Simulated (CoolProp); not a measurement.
A simple Rankine cycle with water: condensing at 296.15 K, boiler at 0.215 MPa, turbine inlet 410.6 K, turbine efficiency 0.65, pump efficiency 0.6, no recuperator. Each further row changes one setting.

The numbers come from the reference Helmholtz-energy equation of state, Wagner 2002 in CoolProp.

| case | thermal efficiency (%) | net work (kJ/kg) | heat in (kJ/kg) | turbine exit temperature (K) | volume ratio over the turbine |
|---|---|---|---|---|---|
| as stated | [?] | [?] | 2640 | 296.2 | 51.6 |
| turbine inlet 430.6 K | 15.3 | [?] | 2690 | 296.2 | 49.7 |
| condensing temperature 288.15 K | 16.3 | 438 | [?] | 288.1 | [?] |
| boiler pressure 0.15 MPa | 14.0 | 371 | 2650 | 296.2 | 36.3 |
| turbine efficiency 0.55 | [?] | 340 | 2640 | 296.2 | 53.0 |

### Question
Some entries are withheld; supply them.

### Answer

- as stated, thermal efficiency (%): 15.2
- as stated, net work (kJ/kg): 402
- turbine inlet 430.6 K, net work (kJ/kg): 410
- condensing temperature 288.15 K, heat in (kJ/kg): 2680
- condensing temperature 288.15 K, volume ratio over the turbine: 82.0
- turbine efficiency 0.55, thermal efficiency (%): 12.8

The expansion ends wet for: as stated; turbine inlet 430.6 K; condensing temperature 288.15 K; boiler pressure 0.15 MPa; turbine efficiency 0.55.
